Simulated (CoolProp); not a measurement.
A single-stage vapour-compression cycle with propyne: evaporating at 320.15 K (dew point), condensing at 356.15 K (bubble point), superheat 5 K, subcooling 8 K, compressor efficiency 0.6, no pressure losses. Each further row changes one setting.

The numbers come from the reference Helmholtz-energy equation of state, Polt 1992 in CoolProp. This equation is an older, rougher fit; its heat capacities, sound speeds and derivatives of the liquid may be far off and weren't checked against measurements.

```json
[
 {"case": "as stated", "cooling COP": "4.59", "pressure ratio": "2.27", "discharge temperature (K)": "383.3", "refrigerating effect (kJ/kg)": "364", "volumetric capacity (kJ/m³)": "6710"},
 {"case": "evaporating temperature 325.15 K", "cooling COP": "5.51", "pressure ratio": "2.00", "discharge temperature (K)": "379.9", "refrigerating effect (kJ/kg)": "368", "volumetric capacity (kJ/m³)": "7690"},
 {"case": "condensing temperature 351.15 K", "cooling COP": "5.49", "pressure ratio": "2.04", "discharge temperature (K)": "375.8", "refrigerating effect (kJ/kg)": "379", "volumetric capacity (kJ/m³)": "6990"},
 {"case": "subcooling 13 K", "cooling COP": "4.78", "pressure ratio": "2.27", "discharge temperature (K)": "383.3", "refrigerating effect (kJ/kg)": "379", "volumetric capacity (kJ/m³)": "6990"},
 {"case": "superheat 15 K", "cooling COP": "4.58", "pressure ratio": "2.27", "discharge temperature (K)": "394.2", "refrigerating effect (kJ/kg)": "384", "volumetric capacity (kJ/m³)": "6720"},
 {"case": "compressor efficiency 0.5", "cooling COP": "3.83", "pressure ratio": "2.27", "discharge temperature (K)": "390.3", "refrigerating effect (kJ/kg)": "364", "volumetric capacity (kJ/m³)": "6710"}
]
```
